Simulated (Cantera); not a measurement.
An adiabatic, constant-volume homogeneous reactor starts with C3H8 : O2 : N2 = 1 : 9.26 : 34.8 (molar parts), at 1175 K and 5.00 bar. Integrator tolerance rtol = 1e-08.

Model: GRI-Mech 3.0 (53 species, 325 reactions), integrated in Cantera. GRI-Mech 3.0 was tuned for natural gas; its chemistry of propane as a main component is partial and can be far from experiment.

Q: What does this change do: O2 9.26 to 3.9 parts?

A: 
```json
[
 {"quantity": "time of steepest temperature rise", "before": "3.76 ms", "after": "7.47 ms"},
 {"quantity": "temperature at 1.00 s", "before": "2532 K", "after": "2376 K"},
 {"quantity": "equilibrium temperature", "before": "2532 K", "after": "2376 K"},
 {"quantity": "x(C3H8) at 1.00 s", "before": "<1e-12 (gas-phase equilibrium <1e-12)", "after": "<1e-12 (gas-phase equilibrium <1e-12)"},
 {"quantity": "x(O2) at 1.00 s", "before": "0.0840 (gas-phase equilibrium 0.0840)", "after": "2.63e-5 (gas-phase equilibrium 2.63e-5)"},
 {"quantity": "x(NO) at 1.00 s", "before": "0.0150 (gas-phase equilibrium 0.0150)", "after": "0.000211 (gas-phase equilibrium 0.000211)"},
 {"quantity": "x(CH4) at 1.00 s", "before": "<1e-12 (gas-phase equilibrium <1e-12)", "after": "1.02e-12 (gas-phase equilibrium 1.15e-12)"},
 {"quantity": "x(N2O) at 1.00 s", "before": "2.69e-6 (gas-phase equilibrium 2.69e-6)", "after": "3.92e-8 (gas-phase equilibrium 3.92e-8)"},
 {"quantity": "x(H2O2) at 1.00 s", "before": "6.00e-7 (gas-phase equilibrium 6.00e-7)", "after": "7.12e-9 (gas-phase equilibrium 7.12e-9)"},
 {"quantity": "x(HCN) at 1.00 s", "before": "9.91e-12 (gas-phase equilibrium 9.91e-12)", "after": "1.80e-8 (gas-phase equilibrium 1.80e-8)"}
]
```
